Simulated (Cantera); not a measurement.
Source: NASA polynomial tables (part measured, part estimated), evaluated in Cantera. Values are per mole of reaction as written; species without (g) are pure solids or liquids, kept so even where they would boil at 1 bar.

3 H₂S(g) + 2 N(g) + 6 Na(g) → 2 NH₃(g) + 3 Na₂S, with ΔH° = -2717.7 kJ and ΔS° = -1171.6 J/K at 300 K.

Question: How far is the shortcut ΔG° ≈ ΔH°(300 K) − T·ΔS°(300 K) from the full temperature-dependent value at 1573, 1773, 1973, 2173, 2373, 2573 K?

Answer: 
```json
[
 {"T (K)": "1573", "shortcut (kJ)": "-874.8", "full (kJ)": "-984.8", "difference (kJ)": "110.0", "difference in log10 K": "-3.65", "condensed phases": "Na₂S(l)"},
 {"T (K)": "1773", "shortcut (kJ)": "-640.4", "full (kJ)": "-793.6", "difference (kJ)": "153.2", "difference in log10 K": "-4.51", "condensed phases": "Na₂S(l)"},
 {"T (K)": "1973", "shortcut (kJ)": "-406.1", "full (kJ)": "-604.5", "difference (kJ)": "198.3", "difference in log10 K": "-5.25", "condensed phases": "Na₂S(l)"},
 {"T (K)": "2173", "shortcut (kJ)": "-171.8", "full (kJ)": "-417.1", "difference (kJ)": "245.3", "difference in log10 K": "-5.90", "condensed phases": "Na₂S(l)"},
 {"T (K)": "2373", "shortcut (kJ)": "62.5", "full (kJ)": "-231.4", "difference (kJ)": "294.0", "difference in log10 K": "-6.47", "condensed phases": "Na₂S(l)"},
 {"T (K)": "2573", "shortcut (kJ)": "296.9", "full (kJ)": "-47.3", "difference (kJ)": "344.1", "difference in log10 K": "-6.99", "condensed phases": "Na₂S(l)"}
]
```
The shortcut ignores heat capacities and the phase changes listed.
